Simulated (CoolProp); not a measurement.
R134a at several states: density (kg/m³) from the reference equation and from simpler models built on Tc = 101.1 °C, pc = 40.59 bar, ω = 0.327; each cubic takes its own stable root.

Values from CoolProp's reference Helmholtz-energy equation of state, Tillner-Roth 1994.

```tsv
T (°C)	p (bar)	phase	reference
170.15	0.131	gas	0.3629
-22.15	39.2	liquid	1375
136.55	7.42	gas	23.34
16.45	47	liquid	1258
41.95	15.9	liquid	1143
```

Task: How far does each simpler model (van der Waals, Soave-Redlich-Kwong) lie from the reference over these 5 states: mean and median of the absolute difference, and the worst?

Result: 
- van der Waals: mean 35.2 %, median 40.9 %, worst -93.1 % at 41.95 °C and 15.9 bar
- Soave-Redlich-Kwong: mean 8.1 %, median 12.4 %, worst -15.2 % at 41.95 °C and 15.9 bar

At some of these states van der Waals gives the other phase, because its saturation line lies elsewhere.
